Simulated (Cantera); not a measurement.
Stirred combustor or abatement burner

A perfectly stirred reactor is fed with CO : H₂ : CH₄ : O₂ : N₂ = 1 : 1.4 : 0.39 : 3 : 14.6 (molar parts), at 5.30 bar; it is adiabatic with a 300 K inlet, and is followed from long to short residence time, starting on the burning branch (τ in s: 0.032, 0.018, 0.01, 0.0056, 0.0031, 0.0018, 0.00098, 0.00055, 0.00031, 0.00017, 9.6e-05, 5.4e-05).

Detailed kinetics in Cantera: GRI-Mech 3.0 (53 species, 325 reactions).

```tsv
τ (s)	T (K)	x CO	x H₂	x CH₄	x CH₃	x NO₂
0.032	1688	0.000386	7.34e-5	6.24e-6	1.19e-6	6.24e-8
0.018	1686	0.000573	0.000107	9.08e-6	1.72e-6	6.80e-8
0.010	1682	0.000857	0.000158	1.33e-5	2.46e-6	7.00e-8
0.0056	1678	0.00127	0.000233	1.95e-5	3.48e-6	6.68e-8
0.0031	1671	0.00191	0.000344	2.90e-5	4.91e-6	5.91e-8
0.0018	1662	0.00278	0.000494	4.20e-5	6.69e-6	5.01e-8
0.00098	1648	0.00424	0.000740	6.46e-5	9.47e-6	4.02e-8
0.00055	1627	0.00638	0.00109	0.000100	1.33e-5	3.22e-8
0.00031	1594	0.00977	0.00164	0.000165	1.90e-5	2.54e-8
0.00017	1531	0.0165	0.00279	0.000338	3.06e-5	1.77e-8
9.6e-5	300	0.0490	0.0687	0.0191	<1e-12	<1e-12
5.4e-5	300	0.0490	0.0687	0.0191	<1e-12	<1e-12
```
x: mole fraction; the columns are a selection and need not sum to one.
